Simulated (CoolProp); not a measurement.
A single-stage vapour-compression cycle with n-perfluoropentane: evaporating at 301.15 K (dew point), condensing at 331.15 K (bubble point), superheat 2 K, subcooling 5 K, compressor efficiency 0.6, no pressure losses. Each further row changes one setting.

Model: reference Helmholtz-energy equation of state, Gao 2022, in CoolProp.

| case | cooling COP | pressure ratio | discharge temperature (K) | refrigerating effect (kJ/kg) | volumetric capacity (kJ/m³) |
|---|---|---|---|---|---|
| as stated | 5.06 | 2.70 | 331.1 | 65.7 | 765 |
| evaporating temperature 306.15 K | 6.45 | 2.25 | 331.1 | 69.5 | 963 |
| condensing temperature 326.15 K | 6.38 | 2.32 | 326.1 | 71.2 | 829 |
| subcooling 10 K | 5.49 | 2.70 | 331.1 | 71.2 | 829 |
| superheat 12 K | 5.28 | 2.70 | 332.4 | 74.0 | 830 |
| compressor efficiency 0.5 | 4.22 | 2.70 | 331.1 | 65.7 | 765 |

The compression ends wet for: as stated; evaporating temperature 306.15 K; condensing temperature 326.15 K; subcooling 10 K; compressor efficiency 0.5.
